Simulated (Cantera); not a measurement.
Input: 1 mol CH3Cl, 0.34 mol CH4, held at 1.28 Torr.

Equilibrium computed with Cantera from the NASA thermochemical tables; the gas is ideal and each condensed phase is pure. Candidate condensed phases: C, C6H6, C7H8, C8H18; 91 gas species. Equilibrium is a limit: real reactors are often held back by kinetics, nucleation or transport.

log p: log10 of the partial pressure in bar; n: condensed amount in mol.

```csv
T (K),log p H2,log p HCl,log p H,log p Cl,log p C2H2 (acetylene),n C(graphite)
1000,-2.97,-3.20,-10.13,-10.39,-11.92,1.34
1075,-2.97,-3.20,(withheld),(withheld),(withheld),1.34
1150,-2.97,-3.20,-8.61,-8.89,-10.38,1.34
1225,-2.97,-3.20,-7.99,-8.28,-9.76,1.34
1300,-2.97,-3.20,-7.44,-7.74,-9.21,1.34
1375,-2.97,-3.20,-6.95,-7.26,-8.72,1.34
1450,-2.97,-3.20,-6.51,-6.82,-8.28,1.34
1525,-2.97,-3.20,-6.11,-6.43,-7.89,1.34
1600,-2.97,-3.20,-5.75,-6.08,-7.53,1.34
1675,-2.97,-3.20,(withheld),(withheld),(withheld),1.34
1750,-2.97,-3.20,-5.12,-5.46,-6.91,1.34
```

Problem. What belongs in the gaps?

Solution. 
- 1075, log p H: -9.32
- 1075, log p Cl: -9.59
- 1075, log p C2H2 (acetylene): -11.10
- 1675, log p H: -5.42
- 1675, log p Cl: -5.76
- 1675, log p C2H2 (acetylene): -7.21
